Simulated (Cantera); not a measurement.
# Thermodynamics of hydrogen reduction and annealing atmospheres, feed PbO + H2 + H2O

A closed system holds: 1 mol PbO, 96 mol H2, 4.3 mol H2O, held at 898 K and 585 Torr.

Cantera equilibrium calculation (NASA polynomials, part measured and part estimated; ideal gas, pure solids and liquids). Candidate condensed phases: H2O, Pb, PbO, PbO2, Pb3O4; 12 gas species. Equilibrium is a limit: real reactors are often held back by kinetics, nucleation or transport.

The x(H2) comes out as 0.947 and the x(H2O) comes out as 0.0528. The x(Pb) is 1.66e-6. The n(Pb(l)) is 1.000 mol, the gas amount is 100.3 mol and the log10 activity of PbO2(s) (absent) comes out as -19.86.
